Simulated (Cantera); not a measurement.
A Cantera script and its output.

```python
import numpy as np
import cantera as ct

gas = ct.Solution("gri30.yaml")
gas.TPX = 475, 13332, {'C3H8': 1, 'O2': 4.17, 'N2': 12.1}
flame = ct.FreeFlame(gas, width=0.16)
flame.set_refine_criteria(ratio=3, slope=0.08, curve=0.16)
flame.transport_model = "mixture-averaged"
flame.solve(loglevel=0, auto=True)
z, T = flame.grid, flame.T
thick = (T[-1] - T[0]) / np.gradient(T, z).max()
show = ['C3H8', 'O2', 'CH3', 'C2H6', 'CO', 'NO']
print(f"laminar burning velocity  {flame.velocity[0] * 100:.3f} cm/s")
print(f"burnt temperature         {T[-1]:.1f} K")
print(f"thermal thickness         {thick * 1e3:.4f} mm")
print(f"grid points               {len(z)}")
z0 = z[flame.heat_release_rate.argmax()]
print(f"{'z/mm':>9s}{'T/K':>9s}{'u/(m/s)':>9s}" + "".join(f"{s:>11s}" for s in show))
rows = []
for k in (-3, -2, -1.5, -1, -0.5, -0.25, 0, 0.25, 0.5, 1, 2, 4, 8):
    zz = z0 + k * thick
    rows.append([k * thick, np.interp(zz, z, T), np.interp(zz, z, flame.velocity),
                 *(np.interp(zz, z, flame.X[gas.species_index(s)]) for s in show)])
    print(f"{rows[-1][0] * 1e3:9.3f}{rows[-1][1]:9.1f}{rows[-1][2]:9.3f}" + "".join(f"{x:11.3e}" for x in rows[-1][3:]))
```

Result:

```
laminar burning velocity  171.310 cm/s
burnt temperature         2414.9 K
thermal thickness         1.4381 mm
grid points               155
     z/mm      T/K  u/(m/s)       C3H8         O2        CH3       C2H6         CO         NO
   -4.314    475.1    1.715  5.784e-02  2.411e-01  1.699e-08  4.536e-08  2.176e-06  1.513e-10
   -2.876    475.9    1.724  5.768e-02  2.403e-01  2.457e-07  1.126e-06  3.427e-05  2.425e-09
   -2.157    479.9    1.745  5.743e-02  2.389e-01  1.412e-06  8.120e-06  1.836e-04  1.328e-08
   -1.438    520.9    1.917  5.649e-02  2.331e-01  2.613e-05  1.450e-04  1.853e-03  1.455e-07
   -0.719    924.2    3.557  4.106e-02  1.899e-01  1.674e-03  2.589e-03  2.352e-02  2.009e-06
   -0.360   1379.9    5.574  1.320e-02  1.351e-01  6.155e-03  2.122e-03  5.729e-02  5.342e-06
    0.000   1802.7    7.516  5.518e-04  7.932e-02  4.047e-03  2.248e-04  9.378e-02  1.205e-05
    0.360   2019.7    8.493  2.034e-06  4.411e-02  8.685e-04  3.465e-06  1.083e-01  2.239e-05
    0.719   2086.3    8.773  1.312e-09  2.710e-02  1.176e-04  1.472e-08  1.050e-01  3.212e-05
    1.438   2112.0    8.841  4.279e-16  1.657e-02  1.096e-06  3.375e-13  9.231e-02  4.192e-05
    2.876   2127.6    8.866  5.188e-24  1.347e-02  3.259e-10  5.325e-19  8.284e-02  4.731e-05
    5.752   2142.9    8.912  1.627e-30  1.267e-02  3.716e-14  9.098e-24  8.034e-02  5.319e-05
   11.505   2166.7    8.995  3.182e-38  1.206e-02  1.371e-15  1.940e-29  7.996e-02  6.508e-05
```

Detailed kinetics in Cantera: GRI-Mech 3.0 (53 species, 325 reactions). GRI-Mech 3.0 was tuned for natural gas; its chemistry of propane as a main component is partial and can be far from experiment. Burning velocities carry a grid error of a few per cent, more on coarse grids.
